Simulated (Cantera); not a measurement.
A closed system holds: 1 mol FeS, 0.26 mol SO₃, 0.076 mol H₂O, held at 6000 Torr.

Equilibrium computed with Cantera from the NASA thermochemical tables; the gas is ideal and each condensed phase is pure. Candidate condensed phases: Fe, FeO, Fe(OH)₂, Fe(OH)₃, FeS, FeSO₄, FeS₂, Fe₂O₃, Fe₂(SO₄)₃, Fe₃O₄, H₂O, H₂SO₄, S; 22 gas species. Mutual solubility and eutectic melting of coexisting phases are not modelled. FeS: taken at fixed stoichiometry. Gases not in the tables: S₃ to S₇. Kinetics and transport are ignored.

Task: At 1148 K, list the 6 most abundant gas species with their mole fractions, and the condensed phases.

Result: SO₂ 0.787, H₂O 0.176, S₂ 0.0247, H₂S 0.00599, S₂O 0.00511, H₂ 0.000401. Condensed: FeS(s) + Fe₃O₄(s).
